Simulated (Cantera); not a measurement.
Charge: 1 mol C₃H₆, 0.13 mol CO₂, 0.049 mol H₂O, at 625 °C and 14.0 Pa.

These are equilibrium values from Cantera (NASA tables, ideal gas, pure condensed phases), not measurements of a reactor. Candidate condensed phases: C, C₆H₆, C₇H₈, C₈H₁₈, H₂O; 110 gas species. Equilibrium is a limit: real reactors are often held back by kinetics, nucleation or transport.

Base state: H₂ 0.908, CO 0.0920, CH₄ 3.69e-5, H₂O 2.95e-5 (mole fractions); condensed: C(graphite).

Task: What changes in the equilibrium state with this change: CO₂ from 0.13 to 0.092 mol?

Result: 
```json
[
 {"species": "H₂", "before": "0.908", "after": "0.929"},
 {"species": "CO", "before": "0.0920", "after": "0.0710"},
 {"species": "CH₄", "before": "3.69e-5", "after": "3.86e-5"},
 {"species": "H₂O", "before": "2.95e-5", "after": "2.33e-5"},
 {"species": "C(graphite), mol", "before": "2.82", "after": "2.86"}
]
```

Task: What changes in the equilibrium state with this change: H₂O from 0.049 to 0.31 mol?

Result: 
```tsv
species	before	after
H₂	0.908	0.853
CO	0.0920	0.147
H₂O	2.95e-5	4.42e-5
CO₂	6.93e-6	1.77e-5
CH₄	3.69e-5	3.26e-5
C(graphite), mol	2.82	2.56
```
